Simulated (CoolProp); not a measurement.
Vapour-liquid equilibrium of hydrogen sulfide (1) + propane (2) at 313 K; x and y are mole fractions of (1).

The numbers come from the multi-fluid Helmholtz-energy mixture model, Lemmon 2006 and Lemmon 2009; pair parameters Kunz 2012 in CoolProp.

Question: Give the bubble pressure and the first vapour's composition at x = 0.25, 0.45, 0.55. Is there an azeotrope?

Answer: x = 0.25: 2.161 MPa, y = 0.436; x = 0.45: 2.571 MPa, y = 0.600; x = 0.55: 2.717 MPa, y = 0.665. y crosses x between x = 0.85 and 0.95: the model has an azeotrope there.

Pair parameters are fitted to limited data, so mixtures are less certain than the pure fluids.
